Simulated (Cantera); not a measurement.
Cantera with NASA thermochemical tables; ideal gases at 1 bar, condensed phases pure. Values are per mole of reaction as written; species without (g) are pure solids or liquids, kept so even where they would boil at 1 bar. TaC: taken at fixed stoichiometry.

Problem. Between 1523 and 2323 K, where is each reaction favourable under standard conditions?
- O(g) + TaC = CO(g) + Ta

Solution. 
- O(g) + TaC = CO(g) + Ta: ΔG° is -259 kJ at 1523 K and -272 kJ at 2323 K; it stays negative (K > 1). ΔH° is -238 kJ and ΔS° 15 J/K at 2323 K.
